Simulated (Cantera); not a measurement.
Charge: 1 mol Fe₂O₃, 0.71 mol CH₄, 2.4 mol N₂, equilibrated at 1300 Pa.

Equilibrium computed with Cantera from the NASA thermochemical tables; the gas is ideal and each condensed phase is pure. Candidate condensed phases: C, C₆H₆, C₇H₈, C₈H₁₈, Fe, Fe(CO)₅, FeO, Fe(OH)₂, Fe(OH)₃, Fe₂O₃, Fe₃O₄, H₂O; 140 gas species. Each liquid is taken as pure. Mutual solubility and eutectic melting of coexisting phases are not modelled. The tables' stoichiometric FeO is somewhat more stable than real wüstite, so its field is too wide. FeO: taken at fixed stoichiometry. The numbers say what is thermodynamically allowed, not how fast it happens.

x: gas mole fraction; n: condensed amount in mol.

```
T (°C)   x N₂   x H₂   x CO   x H₂O        x Fe       x CO₂         x H  n Fe(δ)  n FeO(l)     n Fe(l)
------  -----  -----  -----  ------  ----------  ----------  ----------  -------  --------  ----------
1400    0.530  0.213  0.137   0.100    0.000309      0.0196    0.000461    0.253      1.75           0
1475    0.529  0.214  0.139  0.0988     0.00104      0.0178    0.000926    0.234      1.76           0
1550    0.528  0.214  0.140  0.0974     0.00313      0.0163     0.00176        0      1.77       0.213
1625    0.524  0.211  0.140  0.0975     0.00836      0.0154     0.00315        0      1.77       0.189
1700    0.517  0.207  0.139  0.0966  (withheld)      0.0145  (withheld)        0      1.77  (withheld)
1775    0.502  0.198  0.135  0.0940  (withheld)  (withheld)  (withheld)        0      1.77           0
1850    0.487  0.168  0.127   0.113      0.0726      0.0170      0.0129        0      1.64           0
1925    0.469  0.134  0.117   0.133       0.102      0.0220      0.0179        0      1.46           0
```

Problem. What belongs in the gaps?

Solution. 
- 1700, x Fe: 0.0206
- 1700, x H: 0.00538
- 1700, n Fe(l): 0.131
- 1775, x Fe: 0.0473
- 1775, x CO₂: 0.0134
- 1775, x H: 0.00875
